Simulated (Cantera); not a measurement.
A closed system holds: 1 mol Si3N4, 7.2 mol H2, at 1700 K and 4.60e-5 bar.

Method: chemical equilibrium by Gibbs-energy minimisation in Cantera with the NASA 1993 tables (ideal gas, pure condensed phases). Candidate condensed phases: Si, Si3N4; 18 gas species. The tables' values for SiN are old estimates; treat these amounts as uncertain. Gases not in the tables: Si2H6 and higher silanes. Kinetics and transport are ignored.

Problem. What is the equilibrium state?

Solution. 
| Property | Value |
|---|---|
| x(H2) | 0.754 |
| x(N2) | 0.212 |
| x(H) | 0.0189 |
| x(Si) | 0.0148 |
| x(SiH) | 0.000134 |
| x(Si2) | 6.47e-5 |
| x(Si2N) | 5.04e-5 |
| x(SiN) | 2.79e-5 |
| x(Si3) | 1.63e-5 |
| n(Si(l)) | 2.86 mol |
| gas amount | 9.430 mol |
